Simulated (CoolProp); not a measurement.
Vapour-liquid equilibrium of CHF3 (R23) (1) + propylene (2) at -45.65 °C; x and y are mole fractions of (1).

Computed with CoolProp (multi-fluid Helmholtz-energy mixture model, Penoncello 2003 and Lemmon 2013; pair parameters Bell 2016).

Problem. Give the bubble pressure and the first vapour's composition at x = 0.5, 0.65, 0.95. Is there an azeotrope?

Solution. x = 0.5: 0.4734 MPa, y = 0.825; x = 0.65: 0.5073 MPa, y = 0.856; x = 0.95: 0.5639 MPa, y = 0.962. No azeotrope shows between x = 0.05 and 0.95.

The pair parameters rest on a limited set of measurements; away from them the model extrapolates. With so large a gap from Raoult's law the liquid may split in two, which this calculation doesn't test in full.
